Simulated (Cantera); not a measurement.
**Equilibrium for silicon nitride deposition: SiH₄ + NH₃ + N₂ + HCl**

Feed: 1 mol SiH₄, 0.64 mol NH₃, 2.2 mol N₂, 1.6 mol HCl, held at 0.133 bar.

Equilibrium computed with Cantera from the NASA thermochemical tables; the gas is ideal and each condensed phase is pure. Candidate condensed phases: NH₄Cl, Si, Si₃N₄; 28 gas species. The tables' values for SiCl₃, SiCl are old estimates; treat these amounts as uncertain. Equilibrium is a limit: real reactors are often held back by kinetics, nucleation or transport.

| T (K) | x H₂ | x N₂ | x HCl | x SiCl₂ | x SiCl₄ | n Si₃N₄(s) |
|---|---|---|---|---|---|---|
| 823 | 0.479 | 0.295 | 0.217 | 9.62e-11 | 0.00818 | 0.316 |
| 923 | 0.474 | 0.293 | 0.227 | 7.18e-9 | 0.00575 | 0.321 |
| 1023 | 0.471 | 0.292 | 0.233 | 2.24e-7 | 0.00422 | 0.324 |
| 1123 | 0.469 | 0.292 | 0.236 | 3.73e-6 | 0.00323 | 0.326 |
| 1223 | 0.467 | 0.291 | 0.239 | 3.85e-5 | 0.00254 | 0.327 |
| 1323 | 0.467 | 0.291 | 0.239 | 0.000273 | 0.00204 | 0.327 |
| 1423 | 0.467 | 0.292 | 0.237 | 0.00142 | 0.00160 | 0.325 |
| 1523 | 0.470 | 0.294 | 0.228 | 0.00552 | 0.00113 | 0.315 |
| 1623 | 0.477 | 0.298 | 0.206 | 0.0156 | 0.000624 | 0.293 |
| 1723 | 0.487 | 0.306 | 0.173 | 0.0318 | 0.000252 | 0.258 |
x: gas mole fraction; n: condensed amount in mol.

From 823 K to 1723 K the condensed part is Si₃N₄(s). The main Si-bearing gas is SiCl₄ at 823 K and SiCl₂ at 1723 K.
